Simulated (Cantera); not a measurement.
An isothermal, constant-pressure homogeneous reactor starts with NH3 : H2 = 1 : 15 (molar parts), at 1725 K and 13300 Pa. Integrator tolerance rtol = 1e-08.

Computed with Cantera and the gas-phase N/H chemistry of the illustrative SiF4/NH3 mechanism in the Surface Chemkin manual (1991). Walls and surfaces, which speed up NH3 decomposition in real reactors, are not modelled.

Q: What does this change do: pressure from 13300 Pa to 3200 Pa?

A: 
```json
[
 {"quantity": "x(NH3) at 30.0 s", "before": "0.0103 (gas-phase equilibrium 7.43e-7)", "after": "0.0254 (gas-phase equilibrium 1.78e-7)"},
 {"quantity": "x(H2) at 30.0 s", "before": "0.965 (gas-phase equilibrium 0.970)", "after": "0.957 (gas-phase equilibrium 0.970)"},
 {"quantity": "x(N2) at 30.0 s", "before": "0.0246 (gas-phase equilibrium 0.0294)", "after": "0.0174 (gas-phase equilibrium 0.0294)"},
 {"quantity": "x(N2H2) at 30.0 s", "before": "3.42e-9 (gas-phase equilibrium <1e-12)", "after": "2.23e-8 (gas-phase equilibrium <1e-12)"},
 {"quantity": "x(N2H4) at 30.0 s", "before": "1.04e-10 (gas-phase equilibrium <1e-12)", "after": "1.60e-10 (gas-phase equilibrium <1e-12)"}
]
```

Q: What does this change do: temperature 1725 to 1575 K?

A: 
```tsv
quantity	before	after
x(NH3) at 30.0 s	0.0103 (gas-phase equilibrium 7.43e-7)	0.0537 (gas-phase equilibrium 1.08e-6)
x(H2) at 30.0 s	0.965 (gas-phase equilibrium 0.970)	0.942 (gas-phase equilibrium 0.970)
x(N2) at 30.0 s	0.0246 (gas-phase equilibrium 0.0294)	0.00415 (gas-phase equilibrium 0.0294)
x(N2H2) at 30.0 s	3.42e-9 (gas-phase equilibrium <1e-12)	8.16e-9 (gas-phase equilibrium <1e-12)
x(N2H4) at 30.0 s	1.04e-10 (gas-phase equilibrium <1e-12)	6.88e-10 (gas-phase equilibrium <1e-12)
```

Q: What does this change do: temperature 1725 to 1325 K?

A: 
```csv
quantity,before,after
x(NH3) at 30.0 s,0.0103 (gas-phase equilibrium 7.43e-7),0.0625 (gas-phase equilibrium 2.41e-6)
x(H2) at 30.0 s,0.965 (gas-phase equilibrium 0.970),0.938 (gas-phase equilibrium 0.971)
x(N2) at 30.0 s,0.0246 (gas-phase equilibrium 0.0294),5.41e-6 (gas-phase equilibrium 0.0294)
x(N2H2) at 30.0 s,3.42e-9 (gas-phase equilibrium <1e-12),2.28e-10 (gas-phase equilibrium <1e-12)
x(N2H4) at 30.0 s,1.04e-10 (gas-phase equilibrium <1e-12),7.94e-11 (gas-phase equilibrium <1e-12)
```
